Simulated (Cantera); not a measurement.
Input: 1 mol SiH2Cl2, 0.0048 mol C3H8, 26 mol H2, equilibrated at 8.80 mbar.

Cantera equilibrium calculation (NASA polynomials, part measured and part estimated; ideal gas, pure solids and liquids). Candidate condensed phases: C, C6H6, C7H8, C8H18, Si, SiC; 109 gas species. Mutual solubility and eutectic melting of coexisting phases are not modelled. The tables' values for SiCl3 are old estimates; treat these amounts as uncertain. The numbers say what is thermodynamically allowed, not how fast it happens. All values below are at 1250 K.

Base state: H2 0.939, HCl 0.0523, SiCl2 0.00734, SiCl3 0.000648, SiCl4 0.000410, SiHCl3 0.000262, SiH2Cl2 2.27e-5 (mole fractions); condensed: Si(s) + SiC(s).

What changes in the equilibrium state with this change: SiH2Cl2 replaced by SiH4?


```json
[
 {"species": "H2", "before": "0.939", "after": "1.000"},
 {"species": "HCl", "before": "0.0523", "after": "0"},
 {"species": "SiCl2", "before": "0.00734", "after": "0"},
 {"species": "SiCl3", "before": "0.000648", "after": "0"},
 {"species": "SiCl4", "before": "0.000410", "after": "0"},
 {"species": "SiHCl3", "before": "0.000262", "after": "0"},
 {"species": "Si(s), mol", "before": "0.742", "after": "0.986"},
 {"species": "SiC(s), mol", "before": "0.0144", "after": "0.0144"}
]
```
